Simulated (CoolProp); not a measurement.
Values from CoolProp's reference Helmholtz-energy equation of state, Thol 2018.

Problem. For hydrogen chloride, give the phase and the Z, isothermal compressibility (1/MPa) at -24.35 °C and 11.7 MPa; -3.35 °C and 11.7 MPa; 101.65 °C and 11.7 MPa.

Solution. 
- -24.35 °C and 11.7 MPa: liquid; Z 0.197, isothermal compressibility 0.00235
- -3.35 °C and 11.7 MPa: liquid; Z 0.194, isothermal compressibility 0.00353
- 101.65 °C and 11.7 MPa: supercritical; Z 0.628, isothermal compressibility 0.141
